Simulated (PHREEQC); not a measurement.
A column of 1 m (40 cells, dispersivity 0.035 m, 60 s a shift, diffusion coefficient 3e-10 m²/s) holds 0.12 eq of the database's cation exchanger X per kg of pore water, first in equilibrium with 0.0061 mol CaCl2 and 1e-05 mol HCl per kg of water. It is flushed with 0.046 mol MgCl2, 0.00065 mol ZnCl2, 0.015 mol NaCl and 1e-05 mol HCl per kg of water, at 15 °C. Values are for the last cell. No CO2 enters from the air. Precipitation was switched off in this run.

The series has 34 steps of pore volumes, from 0 to 4.963.

Model: ion-association model, phreeqc.dat, run in PHREEQC.

**Question.** After how many pore volumes does Mg at the outlet first reach half of its feed value?

**Answer.** By 2.1 pore volumes.

**Question.** After how many pore volumes does Na at the outlet first reach half of its feed value?

**Answer.** By 1.2 pore volumes.

**Question.** After how many pore volumes does Zn at the outlet first reach half of its feed value?

**Answer.** By 3.0 pore volumes.

Complexes and solids missing from the database can't appear.
